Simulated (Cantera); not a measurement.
**Premixed flame**

A freely propagating, adiabatic, planar premixed flame of CH₄ : O₂ : N₂ = 1 : 1.54 : 7.4 (molar parts), unburnt at 600 K and 250000 Pa; mixture-averaged transport, grid criteria slope 0.08 and curve 0.16, no radiation.

Computed with Cantera and GRI-Mech 3.0 (53 species, 325 reactions). Burning velocities carry a grid error of a few per cent, more on coarse grids.

| z (mm) | T (K) | u (m/s) | x CH₄ | x O₂ | x CH₃ | x H₂O₂ | x C₂H₂ | x C₂H |
|---|---|---|---|---|---|---|---|---|
| -1.09 | 601 | 0.337 | 0.100 | 0.154 | <1e-8 | 4.78e-8 | 1.07e-7 | <1e-8 |
| -0.727 | 610 | 0.343 | 0.0990 | 0.153 | 8.17e-8 | 4.28e-7 | 1.30e-6 | <1e-8 |
| -0.545 | 637 | 0.360 | 0.0965 | 0.151 | 3.96e-7 | 1.79e-6 | 7.05e-6 | <1e-8 |
| -0.363 | 763 | 0.435 | 0.0870 | 0.140 | 4.58e-6 | 7.97e-6 | 4.88e-5 | <1e-8 |
| -0.182 | 1177 | 0.682 | 0.0564 | 0.100 | 0.000180 | 1.52e-5 | 0.000283 | <1e-8 |
| -0.0909 | 1523 | 0.890 | 0.0301 | 0.0623 | 0.00102 | 3.62e-6 | 0.000618 | 1.13e-8 |
| 0 | 1837 | 1.08 | 0.00777 | 0.0239 | 0.00173 | 1.00e-6 | 0.00108 | 3.80e-7 |
| 0.0909 | 1976 | 1.16 | 0.00103 | 0.00576 | 0.000560 | 2.18e-7 | 0.000574 | 6.27e-7 |
| 0.182 | 2012 | 1.18 | 0.000147 | 0.00129 | 0.000104 | 6.82e-8 | 0.000172 | 2.33e-7 |
| 0.363 | 2029 | 1.19 | 7.76e-6 | 0.000142 | 5.60e-6 | 2.79e-8 | 2.02e-5 | 2.47e-8 |
| 0.727 | 2040 | 1.19 | 2.71e-7 | 4.01e-5 | 1.66e-7 | 1.46e-8 | 1.06e-6 | <1e-8 |
| 1.45 | 2048 | 1.20 | 1.28e-8 | 1.53e-5 | <1e-8 | <1e-8 | 4.38e-8 | <1e-8 |
| 2.91 | 2054 | 1.20 | <1e-8 | 4.86e-6 | <1e-8 | <1e-8 | <1e-8 | <1e-8 |
x: mole fraction of selected species; z is measured from the peak of heat release.

```
Quantity                     Result
------------------------  ---------
laminar burning velocity  33.5 cm/s
thermal thickness          0.363 mm
peak x(CH₃)                 0.00182
peak x(H₂O₂)                1.64e-5
peak x(C₂H₂)                0.00108
peak x(C₂H)                 6.99e-7
```
